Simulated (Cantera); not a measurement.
# Pyrogenic steam for wet oxidation

An isothermal, constant-pressure homogeneous reactor starts with 6.55 % H2, 9.36 % O2, 82.4 % N2, 1.69 % H2O, equivalence ratio 0.35, at 1150 K and 0.987 atm.

Detailed kinetics in Cantera: the H2/O2 subset of GRI-Mech 3.0, which has no nitrogen chemistry. The temperature is held fixed by assumption; the heat of reaction is taken as removed at once.

```csv
t (s),x H2,x O2,x H,x H2O,x HO2
0.000900,0.000248,0.0630,4.52e-6,0.0849,9.62e-6
0.00280,3.86e-5,0.0629,2.74e-7,0.0851,2.02e-6
0.00874,3.22e-6,0.0629,1.35e-8,0.0852,2.46e-7
0.0272,1.45e-7,0.0629,8.19e-10,0.0852,3.30e-8
0.0849,1.70e-8,0.0629,1.06e-10,0.0852,8.59e-9
0.264,4.87e-9,0.0629,1.89e-11,0.0852,3.53e-9
0.824,1.98e-9,0.0629,4.91e-12,0.0852,2.68e-9
2.57,1.49e-9,0.0629,2.96e-12,0.0852,2.79e-9
8.00,1.47e-9,0.0629,2.88e-12,0.0852,2.81e-9
```
x: mole fraction; the columns are a selection and need not sum to one.

Equilibrium at this temperature and pressure: H2 1.47e-9, O2 0.0629, H 2.88e-12, H2O 0.0852, HO2 2.81e-9 (gas phase only).
